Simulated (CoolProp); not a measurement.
Computed with CoolProp (reference Helmholtz-energy equation of state, Lemmon 2006). It is a short technical equation, of lower accuracy than the large ones.

Give the vapour pressure (bar), liquid density (kg/m³), surface tension (mN/m) of saturated toluene at 45.55, 53.95 °C.


```json
[
 {"T (°C)": "45.55", "p (bar)": "0.101", "liquid density (kg/m³)": "843", "surface tension (mN/m)": "25.4"},
 {"T (°C)": "53.95", "p (bar)": "0.145", "liquid density (kg/m³)": "835", "surface tension (mN/m)": "24.4"}
]
```

Surface tension comes from a separate correlation (Mulero 2012).
